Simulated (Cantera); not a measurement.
Input (Python, Cantera):

```python
import numpy as np
import cantera as ct

gas = ct.Solution("gri30.yaml")


def delay(T, t_max=10):
    gas.TPX = T, 500000, {'CO': 1, 'H2': 0.053, 'O2': 1.22, 'N2': 7.22}
    reactor = ct.IdealGasReactor(gas, clone=False)
    net = ct.ReactorNet([reactor])
    net.rtol, net.atol = 1e-8, 1e-16
    while net.time < t_max:
        t_old, T_old = net.time, reactor.T
        net.step()
        if reactor.T > T + 400:  # ignition: a rise of 400 K
            return t_old + (T + 400 - T_old) / (reactor.T - T_old) * (net.time - t_old)
    return np.nan


taus = []
for T in [925, 1000, 1075, 1150, 1225, 1300, 1375]:
    taus.append(delay(T))
    print(f"T0 = {T:6g} K   tau = {taus[-1]:.4e} s")
```

Output:

```
T0 =    925 K   tau = 9.0414e-02 s
T0 =   1000 K   tau = 1.1447e-02 s
T0 =   1075 K   tau = 1.7330e-03 s
T0 =   1150 K   tau = 3.1786e-04 s
T0 =   1225 K   tau = 1.2361e-04 s
T0 =   1300 K   tau = 7.4817e-05 s
T0 =   1375 K   tau = 5.4463e-05 s
```

Model: GRI-Mech 3.0 (53 species, 325 reactions), integrated in Cantera. The hydrogen kinetics of GRI-Mech 3.0 are dated; newer H2 mechanisms differ, most at raised pressure. Below about 950 K walls govern HO2 and H2O2 in real vessels.
